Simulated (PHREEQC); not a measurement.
# Reverse-osmosis permeate: speciation

A made-up water analysis in mmol/kgw, 92 °C, pH 6.3, pe -1.5: Na 0.307; K 0.00149; Ca 0.0604; Mg 0.222; Cl 0.105; S(6) 0.074; Alkalinity (meq/kgw) 0.592; Si 0.000861; N(-3) 0.0113; Li 0.00545; Sr 0.000231; Mn(2) 0.00582; Br 0.00555.

Na is adjusted to close the charge balance.
Valence states are taken as typed.

Computed with PHREEQC (ion-association model, wateq4f.dat).

Each row changes one thing in this solution. Precipitation was switched off in this run.

| case | CO2 (mol/kgw) | NH4+ (mol/kgw) | MgSO4 (mol/kgw) | MgHCO3+ (mol/kgw) | CaSO4 (mol/kgw) | CaHCO3+ (mol/kgw) | SI of Rhodochrosite (MnCO3) | SI of Magnesite (MgCO3) |
|---|---|---|---|---|---|---|---|---|
| as made | 0.000687 | 1.08e-5 | 9.09e-6 | 2.32e-6 | 8.81e-7 | 6.03e-7 | -1.11 | -1.98 |
| K from 0.00149 to 0.000745 mmol/kgw | 0.000687 | 1.08e-5 | 9.09e-6 | 2.32e-6 | 8.81e-7 | 6.03e-7 | -1.11 | -1.98 |
| temperature from 92 to 10 °C at the same typed pH | 0.000828 | 1.13e-5 | 1.81e-6 | 1.25e-6 | 5.43e-7 | 2.81e-7 | -1.68 | -3.37 |
| pH from 6.3 to 7.3 at the same alkalinity | 6.67e-5 | 7.52e-6 | 9.03e-6 | 2.24e-6 | 8.77e-7 | 5.82e-7 | -0.15 | -1.00 |
| K from 0.00149 to 0.00447 mmol/kgw | 0.000687 | 1.08e-5 | 9.09e-6 | 2.32e-6 | 8.81e-7 | 6.03e-7 | -1.11 | -1.98 |

Constants without temperature data keep their 25 °C values here.
